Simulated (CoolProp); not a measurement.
A closed Brayton cycle with dry air: compressor inlet 307.15 K and 0.7 MPa, high pressure 1.71 MPa, turbine inlet 830 K, compressor efficiency 0.89, turbine efficiency 0.9, recuperator effectiveness 0.9 (on enthalpy, no pinch check). Each further row changes one setting.

The numbers come from the reference Helmholtz-energy equation of state, Lemmon 2000 in CoolProp. It is a pseudo-pure fit of the blend.

```
case                           thermal efficiency (%)  net work (kJ/kg)  compressor to turbine work  compressor exit (K)  turbine exit (K)
-----------------------------  ----------------------  ----------------  --------------------------  -------------------  ----------------
as stated                                        35.2              70.5                        0.59                407.4             672.9
turbine inlet 780 K                                 ?              60.0                        0.63                407.4             631.0
compressor inlet 317.15 K                           ?              67.2                        0.61                420.5             672.9
high pressure 1.45 MPa                           35.4              62.4                           ?                387.0                 ?
recuperator effectiveness 0.5                    22.7              70.5                        0.59                407.4             672.9
```

Q: Some entries are withheld; supply them.

A: 
- turbine inlet 780 K, thermal efficiency (%): 32.4
- compressor inlet 317.15 K, thermal efficiency (%): 33.8
- high pressure 1.45 MPa, compressor to turbine work: 0.56
- high pressure 1.45 MPa, turbine exit (K): 699.6
